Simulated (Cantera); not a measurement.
A perfectly stirred reactor is fed with H2 : O2 = 0.053 : 1 (molar parts), at 0.0276 atm; it is held at 1325 K, and followed from long to short residence time.

Detailed kinetics in Cantera: GRI-Mech 3.0 (53 species, 325 reactions). Radical loss at walls, strong at low pressure, is not modelled. The temperature is held fixed by assumption; the heat of reaction is taken as removed at once.

Task: What does this change do: H2 0.053 to 0.076 parts?

Result: 
```
quantity                 before     after
---------------------  --------  --------
x(H2) at τ = 1.20 s     7.67e-5  0.000105
x(O2) at τ = 1.20 s       0.946     0.925
x(H) at τ = 1.20 s      6.40e-5   7.89e-5
x(O) at τ = 1.20 s      0.00161   0.00162
x(HO2) at τ = 1.20 s    1.22e-6   1.58e-6
x(H2) at τ = 43.0 ms   0.000544  0.000773
x(O2) at τ = 43.0 ms      0.935     0.912
x(H) at τ = 43.0 ms     0.00132   0.00177
x(O) at τ = 43.0 ms      0.0119    0.0126
x(HO2) at τ = 43.0 ms   3.59e-6   4.73e-6
```

Task: What does this change do: 0.023 parts H2O added?

Result: 
| quantity | before | after |
|---|---|---|
| x(H2) at τ = 1.20 s | 7.67e-5 | 8.27e-5 |
| x(O2) at τ = 1.20 s | 0.946 | 0.926 |
| x(H) at τ = 1.20 s | 6.40e-5 | 5.42e-5 |
| x(O) at τ = 1.20 s | 0.00161 | 0.00127 |
| x(HO2) at τ = 1.20 s | 1.22e-6 | 1.33e-6 |
| x(H2) at τ = 43.0 ms | 0.000544 | 0.000609 |
| x(O2) at τ = 43.0 ms | 0.935 | 0.916 |
| x(H) at τ = 43.0 ms | 0.00132 | 0.00118 |
| x(O) at τ = 43.0 ms | 0.0119 | 0.00970 |
| x(HO2) at τ = 43.0 ms | 3.59e-6 | 4.21e-6 |

Task: What does this change do: temperature 1325 to 1425 K?

Result: 
```csv
quantity,before,after
x(H2) at τ = 1.20 s,7.67e-5,7.40e-5
x(O2) at τ = 1.20 s,0.946,0.946
x(H) at τ = 1.20 s,6.40e-5,7.75e-5
x(O) at τ = 1.20 s,0.00161,0.00209
x(HO2) at τ = 1.20 s,1.22e-6,8.98e-7
x(H2) at τ = 43.0 ms,0.000544,0.000511
x(O2) at τ = 43.0 ms,0.935,0.931
x(H) at τ = 43.0 ms,0.00132,0.00146
x(O) at τ = 43.0 ms,0.0119,0.0148
x(HO2) at τ = 43.0 ms,3.59e-6,2.70e-6
```
